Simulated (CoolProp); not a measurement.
m-xylene along the isotherm 447.1 K: Z from the reference equation and from simpler models built on Tc = 616.9 K, pc = 3535 kPa, ω = 0.326; each cubic takes its own stable root.

The numbers come from the reference Helmholtz-energy equation of state, Zhou 2012 in CoolProp.

```csv
p (kPa),phase,reference,van der Waals,Redlich-Kwong,Soave-Redlich-Kwong,Peng-Robinson
1260,liquid,0.04988,0.08756,0.06067,0.05755,0.05084
2520,liquid,0.09940,0.1722,0.1202,0.1144,0.1011
3790,liquid,0.1490,0.2553,0.1792,0.1710,0.1513
5050,liquid,0.1978,0.3360,0.2368,0.2266,0.2007
6310,liquid,0.2464,0.4152,0.2937,0.2816,0.2496
7570,liquid,0.2946,0.4933,0.3498,0.3362,0.2981
8840,liquid,0.3430,0.5710,0.4058,0.3907,0.3467
10100,liquid,0.3908,0.6472,0.4608,0.4444,0.3945
11400,liquid,0.4398,0.7249,0.5170,0.4994,0.4436
12600,liquid,0.4848,0.7960,0.5684,0.5498,0.4886
13900,liquid,0.5333,0.8724,0.6237,0.6041,0.5370
15100,liquid,0.5779,0.9424,0.6744,0.6539,0.5816
16400,liquid,0.6260,1.018,0.7288,0.7075,0.6295
17700,liquid,0.6739,1.093,0.7829,0.7609,0.6773
```
